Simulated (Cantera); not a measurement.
An adiabatic, constant-volume homogeneous reactor starts with CH4 : O2 : N2 = 1 : 1.54 : 12.3 (molar parts), at 973 K and 15.8 atm. Integrator tolerance rtol = 1e-08.

Cantera simulation using GRI-Mech 3.0 (53 species, 325 reactions); the numbers are that mechanism's predictions, not measurements. The pressure lies above the range GRI-Mech 3.0 was tuned for (to about 10 atm). Below about 1000 K GRI-Mech 3.0 lacks low-temperature oxidation paths.

Q: What does this change do: pressure from 15.8 atm to 2.27 atm?

A: 
```
quantity                                                              before                                    after
---------------------------------  -----------------------------------------  ---------------------------------------
time of steepest temperature rise                                    0.156 s                              not reached
temperature at 0.200 s                                                2243 K                                    973 K
equilibrium temperature                                               2243 K                                   2238 K
x(CH4) at 0.200 s                  7.34e-11 (gas-phase equilibrium 8.08e-11)  0.0674 (gas-phase equilibrium 1.71e-12)
x(O2) at 0.200 s                     1.14e-6 (gas-phase equilibrium 1.14e-6)    0.104 (gas-phase equilibrium 7.48e-6)
x(H2O) at 0.200 s                        0.106 (gas-phase equilibrium 0.106)    1.19e-5 (gas-phase equilibrium 0.106)
x(CH3) at 0.200 s                  1.04e-11 (gas-phase equilibrium 1.15e-11)   2.36e-7 (gas-phase equilibrium <1e-12)
x(CO2) at 0.200 s                      0.0293 (gas-phase equilibrium 0.0293)  4.29e-10 (gas-phase equilibrium 0.0293)
```

Q: What does this change do: CH4 1 to 2.4 parts?

A: 
| quantity | before | after |
|---|---|---|
| time of steepest temperature rise | 0.156 s | not reached |
| temperature at 0.200 s | 2243 K | 985 K |
| equilibrium temperature | 2243 K | 1488 K |
| x(CH4) at 0.200 s | 7.34e-11 (gas-phase equilibrium 8.08e-11) | 0.146 (gas-phase equilibrium 0.000177) |
| x(O2) at 0.200 s | 1.14e-6 (gas-phase equilibrium 1.14e-6) | 0.0936 (gas-phase equilibrium <1e-12) |
| x(H2O) at 0.200 s | 0.106 (gas-phase equilibrium 0.106) | 0.00142 (gas-phase equilibrium 0.0289) |
| x(CH3) at 0.200 s | 1.04e-11 (gas-phase equilibrium 1.15e-11) | 1.78e-6 (gas-phase equilibrium 2.17e-8) |
| x(CO2) at 0.200 s | 0.0293 (gas-phase equilibrium 0.0293) | 2.61e-6 (gas-phase equilibrium 0.00615) |
